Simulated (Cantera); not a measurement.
Input (Python, Cantera):

```python
import numpy as np
import cantera as ct

gas = ct.Solution("gri30.yaml")
gas.TPX = 1225, 101325, {'CH2O': 0.014, 'O2': 0.0086, 'N2': 1}
inlet = ct.Reservoir(gas, clone=True)

reactor = ct.IdealGasConstPressureReactor(gas, energy="off", clone=False)
exhaust = ct.Reservoir(gas, clone=True)
tau = [2.4, 0.85, 0.3, 0.11, 0.037, 0.013, 0.0046, 0.0016, 0.00057, 0.0002][0]
for a, b in ((inlet, reactor), (reactor, exhaust)):
    ct.MassFlowController(a, b, mdot=lambda t: reactor.mass / tau)
net = ct.ReactorNet([reactor])
show = ['CH2O', 'O2', 'NO', 'C2H', 'H2O', 'CO']

rows = []
print(f"{'tau/s':>10s}{'T/K':>9s}" + "".join(f"{s:>11s}" for s in show))
for tau in [2.4, 0.85, 0.3, 0.11, 0.037, 0.013, 0.0046, 0.0016, 0.00057, 0.0002]:
    net.initial_time = 0.0
    net.advance(30 * tau)
    before = gas.X
    net.advance(40 * tau)
    drift = np.max(np.abs(gas.X - before) / (gas.X + 1e-9))
    rows.append([gas.T, *gas[show].X, drift])
    print(f"{tau:10.3e}{gas.T:9.1f}" + "".join(f"{x:11.3e}" for x in gas[show].X))
```

Output:

```
     tau/s      T/K       CH2O         O2         NO        C2H        H2O         CO
 2.400e+00   1225.0  3.124e-07  1.158e-05  1.096e-07  4.770e-17  9.055e-03  5.967e-03
 8.500e-01   1225.0  5.507e-07  2.059e-05  1.637e-07  1.588e-16  9.106e-03  6.039e-03
 3.000e-01   1225.0  9.997e-07  3.787e-05  2.309e-07  4.586e-16  9.195e-03  6.165e-03
 1.100e-01   1225.0  1.846e-06  7.138e-05  3.088e-07  1.003e-15  9.336e-03  6.379e-03
 3.700e-02   1225.0  3.843e-06  1.539e-04  4.019e-07  1.731e-15  9.567e-03  6.788e-03
 1.300e-02   1225.0  8.630e-06  3.605e-04  4.521e-07  2.216e-15  9.826e-03  7.486e-03
 4.600e-03   1225.0  2.317e-05  9.457e-04  3.399e-07  2.154e-15  9.872e-03  8.738e-03
 1.600e-03   1225.0  4.617e-03  6.281e-03  2.961e-12  1.755e-20  3.512e-03  8.748e-03
 5.700e-04   1225.0  8.265e-03  7.025e-03  5.176e-13  6.577e-21  1.987e-03  5.304e-03
 2.000e-04   1225.0  1.268e-02  8.078e-03  1.449e-14  3.174e-23  2.840e-04  9.948e-04
```

Model: GRI-Mech 3.0 (53 species, 325 reactions), integrated in Cantera.
